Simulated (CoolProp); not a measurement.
Hexamethyldisiloxane (MM) along the isotherm 620 K: fugacity coefficient from the reference equation and from simpler models built on Tc = 518.7 K, pc = 1.931 MPa, ω = 0.418; each cubic takes its own stable root.

Model: reference Helmholtz-energy equation of state, Thol 2016, in CoolProp.

| p (MPa) | phase | reference |
|---|---|---|
| 0.0644 | gas | 0.9938 |
| 0.129 | gas | 0.9876 |
| 0.193 | gas | 0.9815 |
| 0.257 | gas | 0.9755 |
| 0.322 | gas | 0.9693 |
| 0.386 | gas | 0.9633 |
| 0.451 | gas | 0.9572 |
| 0.515 | gas | 0.9513 |
| 0.579 | gas | 0.9454 |
| 0.644 | gas | 0.9394 |
| 0.708 | gas | 0.9335 |
| 0.772 | gas | 0.9277 |
| 0.837 | gas | 0.9218 |
| 0.901 | gas | 0.9160 |
| 0.966 | gas | 0.9101 |

Task: How far does each simpler model (van der Waals, Redlich-Kwong, Soave-Redlich-Kwong, Peng-Robinson) lie from the reference over these 15 states: mean and median of the absolute difference, and the worst?

Result: 
- van der Waals: mean 0.2 %, median 0.2 %, worst -0.5 % at 620 K and 0.966 MPa
- Redlich-Kwong: mean 0.4 %, median 0.4 %, worst -0.8 % at 620 K and 0.966 MPa
- Soave-Redlich-Kwong: mean 0.5 %, median 0.5 %, worst +1.0 % at 620 K and 0.966 MPa
- Peng-Robinson: mean 0.3 %, median 0.3 %, worst -0.6 % at 620 K and 0.966 MPa
